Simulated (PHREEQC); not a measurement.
A solution holds 0.3 mol CdCl2, 0.00069 mol ZnCl2, 0.017 mol HCl and 0.2 mol NaCl per kg of water, at 25 °C and 10 atm. It is in equilibrium with CO2 at log p = -1 (atm). Otherwise closed; pH follows from the charge balance.

Model: ion-association model, phreeqc.dat, run in PHREEQC.

The ionic strength comes out as 0.421 mol/kgw. What activity coefficients do ZnCl+, ZnCl3-, ZnCl4-2, CdCl+, Na+ get?

ZnCl+ 0.66, ZnCl3- 0.66, ZnCl4-2 0.23, CdCl+ 0.73, Na+ 0.72.

No solid was allowed to form.
